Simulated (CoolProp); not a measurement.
C2F6 (R116) along the isobar 2530 kPa: density (kg/m³) from the reference equation and from simpler models built on Tc = 19.9 °C, pc = 3048 kPa, ω = 0.257; each cubic takes its own stable root.

Computed with CoolProp (reference Helmholtz-energy equation of state, Lemmon 2006). It is a short technical equation, of lower accuracy than the large ones.

```tsv
T (°C)	phase	reference
9.75	liquid	1034
19.85	gas	235.5
30.05	gas	202.6
40.15	gas	182.6
50.35	gas	168.0
60.45	gas	156.8
70.65	gas	147.5
80.75	gas	139.7
90.95	gas	133.0
101.05	gas	127.2
111.25	gas	122.0
121.35	gas	117.3
131.55	gas	113.1
141.65	gas	109.2
151.85	gas	105.7
```

Question: How far does each simpler model (van der Waals, Soave-Redlich-Kwong) lie from the reference over these 15 states: mean and median of the absolute difference, and the worst?

Answer: 
- van der Waals: mean 7.8 %, median 3.4 %, worst -75.2 % at 9.75 °C and 2530 kPa
- Soave-Redlich-Kwong: mean 1.6 %, median 0.5 %, worst -16.6 % at 9.75 °C and 2530 kPa

At some of these states van der Waals gives the other phase, because its saturation line lies elsewhere.
